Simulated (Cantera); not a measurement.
**Formation from one mole of Cl₂**

Cantera with NASA thermochemical tables; ideal gases at 1 bar, condensed phases pure. Values are per mole of reaction as written; species without (g) are pure solids or liquids, kept so even where they would boil at 1 bar.

0.5 Si + Cl₂(g) ⇌ 0.5 SiCl₄(g)

```tsv
T (K)	ΔH° (kJ)	ΔS° (J/K)	ΔG° (kJ)	log10 K
2198	-352.7	-77.8	-181.8	4.32
2223	-352.7	-77.7	-179.9	4.23
2248	-352.6	-77.7	-177.9	4.13
2273	-352.6	-77.7	-176.0	4.04
2298	-352.6	-77.7	-174.0	3.96
2323	-352.6	-77.7	-172.1	3.87
```

0.6667 Ti + Cl₂(g) ⇌ 0.6667 TiCl₃(g)

| T (K) | ΔH° (kJ) | ΔS° (J/K) | ΔG° (kJ) | log10 K |
|---|---|---|---|---|
| 2198 | -379.1 | -44.3 | -281.8 | 6.70 |
| 2223 | -379.4 | -44.4 | -280.7 | 6.60 |
| 2248 | -379.7 | -44.6 | -279.6 | 6.50 |
| 2273 | -380.1 | -44.7 | -278.5 | 6.40 |
| 2298 | -380.4 | -44.8 | -277.4 | 6.30 |
| 2323 | -380.7 | -45.0 | -276.2 | 6.21 |

Ca + Cl₂(g) ⇌ CaCl₂

```json
[
 {"T (K)": "2198", "ΔH° (kJ)": "-736.0", "ΔS° (J/K)": "-106.3", "ΔG° (kJ)": "-502.3", "log10 K": "11.94"},
 {"T (K)": "2223", "ΔH° (kJ)": "-735.4", "ΔS° (J/K)": "-106.0", "ΔG° (kJ)": "-499.6", "log10 K": "11.74"},
 {"T (K)": "2248", "ΔH° (kJ)": "-734.7", "ΔS° (J/K)": "-105.8", "ΔG° (kJ)": "-497.0", "log10 K": "11.55"},
 {"T (K)": "2273", "ΔH° (kJ)": "-734.1", "ΔS° (J/K)": "-105.5", "ΔG° (kJ)": "-494.4", "log10 K": "11.36"},
 {"T (K)": "2298", "ΔH° (kJ)": "-733.5", "ΔS° (J/K)": "-105.2", "ΔG° (kJ)": "-491.7", "log10 K": "11.18"},
 {"T (K)": "2323", "ΔH° (kJ)": "-732.8", "ΔS° (J/K)": "-104.9", "ΔG° (kJ)": "-489.1", "log10 K": "11.00"}
]
```
